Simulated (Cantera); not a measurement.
Input (Python, Cantera) and output of one run.

```python
import numpy as np
import cantera as ct

gas_names = """
    H HO2 H2 H2O H2O2 O OH O2 O3 Ta TaO TaO2
""".split()
cond_names = """
    H2O(s) H2O(L) Ta(cr) Ta(L) Ta2O5(s) Ta2O5(L)
""".split()


# ... load() reads the species with a 1 bar reference pressure and builds the phases ...
atoms = {
    'Ta': {'Ta': 1},
    'H2O': {'H': 2, 'O': 1},
}
top_T = {}  # K; cautious upper limits of use, not melting points


# ... equilibrate(T, P, feed) seeds the gas with the atoms and calls Mixture.equilibrate('TP', solver="vcs", rtol=1e-11, max_steps=5000) ...
results = []
T = 1225  # K
P = 10000  # Pa
for m in [0.018, 0.034, 0.063, 0.12, 0.22, 0.42, 0.8, 1.5, 2.8, 5.3, 10, 19]:
    feed = {'Ta': 1, 'H2O': m}  # mol
    mix = equilibrate(T, P, feed)
    results.append((T, P, feed, dict(zip(mix.species_names, mix.species_moles))))

top = {s: max(r[3][s] / sum(r[3][g] for g in gas_names) for r in results) for s in gas_names}
cols = sorted((s for s in top if top[s] > 0.001), key=lambda s: -top[s])[:9]
seen = [c for c in cond_names if any(r[3].get(c, 0) > 1e-12 for r in results)]
print("log10 of partial pressures in bar; condensed amounts in mol")
print(f"{'n(H2O)':>10s}" + "".join(f"{s[:9]:>10s}" for s in cols + seen))
for T, P, feed, n in results:
    ng = sum(n[g] for g in gas_names)
    print(f"{feed['H2O']:10.4g}" + "".join(f"{np.log10(max(n[s] / ng * P / 1e5, 1e-99)):10.3f}" for s in cols)
          + "".join(f"{n.get(c, 0):10.4g}" for c in seen))
```

It prints:

```
log10 of partial pressures in bar; condensed amounts in mol
    n(H2O)        H2       H2O    Ta(cr)  Ta2O5(s)
     0.018    -1.000    -6.219    0.9928    0.0036
     0.034    -1.000    -6.219    0.9864    0.0068
     0.063    -1.000    -6.219    0.9748    0.0126
      0.12    -1.000    -6.219     0.952     0.024
      0.22    -1.000    -6.219     0.912     0.044
      0.42    -1.000    -6.219     0.832     0.084
       0.8    -1.000    -6.219      0.68      0.16
       1.5    -1.000    -6.219       0.4       0.3
       2.8    -1.049    -1.970         0       0.5
       5.3    -1.326    -1.277         0       0.5
        10    -1.602    -1.125         0       0.5
        19    -1.881    -1.061         0       0.5
```

Equilibrium computed with Cantera from the NASA thermochemical tables; the gas is ideal and each condensed phase is pure. Mutual solubility and eutectic melting of coexisting phases are not modelled. Condensed phases not in the tables: N, O or C dissolved in the metal.
